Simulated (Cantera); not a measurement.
Cantera run:

```python
import numpy as np
import cantera as ct

gas_names = """
    Br Br2 H HBr HO2 H2 H2O H2O2 O OH O2 O3 Si SiBr SiBr2 SiBr3 SiBr4 SiH SiHBr3 SiH2 SiH2Br2 SiH3
    SiH3Br SiH4 SiO SiO2 Si2 Si3
""".split()
cond_names = """
    Br2(cr) Br2(L) H2O(s) H2O(L) Si(cr) Si(L) SiO2(Lqz) SiO2(hqz) SiO2(L)
""".split()


def load(file, names, dense=False):
    # The tables refer to 1 bar. Condensed volumes are neglected.
    table = {s.name: s for s in ct.Species.list_from_file(file)}
    out = []
    for n in names:
        d = dict(table[n].input_data)
        d["thermo"] = dict(d["thermo"], **{"reference-pressure": 1e5})
        if dense:
            d["equation-of-state"] = {"model": "constant-volume", "density": "1e6 g/cm^3"}
        out.append(ct.Species.from_dict(d))
    return out


gas = ct.Solution(thermo="ideal-gas", species=load("nasa_gas.yaml", gas_names))
cond = {s.name: ct.Solution(thermo="fixed-stoichiometry", species=[s], name=s.name)
        for s in load("nasa_condensed.yaml", cond_names, dense=True)}
atoms = {
    'Si': {'Si': 1},
    'Br2': {'Br': 2},
    'H2': {'H': 2},
    'O2': {'O': 2},
}
top_T = {}  # K; cautious upper limits of use, not melting points


def equilibrate(T, P, feed):
    n = {}
    for name, mol in feed.items():
        for a, k in atoms[name].items():
            n[a] = n.get(a, 0.0) + k * mol
    gas.TPX = T, P, n
    mass = sum(n.values()) * gas.mean_molecular_weight
    gas.equilibrate("TP")
    valid = [c for c in cond.values() if c.min_temp <= T <= top_T.get(c.name, c.max_temp)]
    mix = ct.Mixture([(gas, mass / gas.mean_molecular_weight)] + [(c, 0.0) for c in valid])
    mix.T, mix.P = T, P
    mix.equilibrate("TP", solver="vcs", rtol=1e-11, max_steps=5000)
    return mix


results = []
feed = {'Si': 1, 'Br2': 2.4, 'H2': 0.14, 'O2': 0.00031}  # mol
P = 22  # Pa
for T in [800, 825, 850, 875, 900, 925, 950, 975, 1000, 1025, 1050]:
    mix = equilibrate(T, P, feed)
    results.append((T, P, feed, dict(zip(mix.species_names, mix.species_moles))))

top = {s: max(r[3][s] / sum(r[3][g] for g in gas_names) for r in results) for s in gas_names}
cols = sorted((s for s in top if top[s] > 0.0001), key=lambda s: -top[s])[:8]
seen = [c for c in cond_names if any(r[3].get(c, 0) > 1e-12 for r in results)]
print("log10 of partial pressures in bar; condensed amounts in mol")
print(f"{'T/K':>10s}" + "".join(f"{s[:9]:>10s}" for s in cols + seen))
for T, P, feed, n in results:
    ng = sum(n[g] for g in gas_names)
    print(f"{T:10.4g}" + "".join(f"{np.log10(max(n[s] / ng * P / 1e5, 1e-99)):10.3f}" for s in cols)
          + "".join(f"{n.get(c, 0):10.4g}" for c in seen))
```

Output:

```
log10 of partial pressures in bar; condensed amounts in mol
       T/K     SiBr4       HBr        Br       Br2 SiO2(Lqz) SiO2(hqz)
       800    -3.847    -4.400    -5.739    -4.442   0.00031         0
       825    -3.848    -4.401    -5.550    -4.449   0.00031         0
       850    -3.850    -4.402    -5.373    -4.459         0   0.00031
       875    -3.851    -4.404    -5.209    -4.474         0   0.00031
       900    -3.854    -4.407    -5.057    -4.494         0   0.00031
       925    -3.857    -4.410    -4.917    -4.521         0   0.00031
       950    -3.862    -4.414    -4.789    -4.557         0   0.00031
       975    -3.867    -4.419    -4.675    -4.604         0   0.00031
      1000    -3.872    -4.425    -4.574    -4.665         0   0.00031
      1025    -3.879    -4.431    -4.487    -4.741         0   0.00031
      1050    -3.885    -4.438    -4.414    -4.833         0   0.00031
```

Method: chemical equilibrium by Gibbs-energy minimisation in Cantera with the NASA 1993 tables (ideal gas, pure condensed phases). The tables' values for SiBr3 are old estimates; treat these amounts as uncertain.
